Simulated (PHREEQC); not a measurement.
Solution (25 °C): 0.056 mol Al2(SO4)3, 9.9e-05 mol MgSO4, 0.016 mol HCl and 0.19 mol NaCl per kg of water. Closed to the air; pH follows from the charge balance.

The numbers come from PHREEQC with the ion-association model, wateq4f.dat.

| quantity | before | after |
|---|---|---|
| pH | 2.20 | 1.46 |
| ionic strength (mol/kgw) | 0.416 | 0.307 |
| Na+ (mol/kgw) | 0.182 | 0.239 |
| SO4-2 (mol/kgw) | 0.0392 | 0.0223 |
| NaSO4- (mol/kgw) | 0.00802 | 0.00669 |
| HSO4- (mol/kgw) | 0.00778 | 0.0271 |
| SI of Mirabilite (Na2SO4:10H2O) | -2.76 | -2.71 |
| SI of Halite (NaCl) | -3.34 | -3.20 |

### Question
Name the change that produced these shifts.
A. 0.037 mol/kgw KCl added
B. NaCl from 0.19 to 0.285 mol/kgw
C. Al2(SO4)3 replaced by NaHSO4 at the same molality
D. Al2(SO4)3 from 0.056 to 0.084 mol/kgw
E. MgSO4 from 9.9e-05 to 0.000495 mol/kgw

### Answer
C, Al2(SO4)3 replaced by NaHSO4 at the same molality

Precipitation was switched off in this run.
